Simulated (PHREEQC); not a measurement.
Solution (20 °C): 5.9 mol/kgw KOH and 0.0069 mol/kgw Na2B4O7. Closed to the air; pH follows from the charge balance.

Computed with PHREEQC (Pitzer model, pitzer.dat).

| quantity | before | after |
|---|---|---|
| pH | 15.77 | 9.19 |
| ionic strength (mol/kgw) | 5.91 | 0.0138 |

### Question
Name the change that produced these shifts.
(A) Na2B4O7 left out
(B) diluted 10-fold with water
(C) KOH left out
(D) Na2B4O7 from 0.0069 to 0.00621 mol/kgw

### Answer
C, KOH left out

This is a speciation only: nothing precipitates in the calculation. In brines, pH and single-ion activities rest on the MacInnes convention.
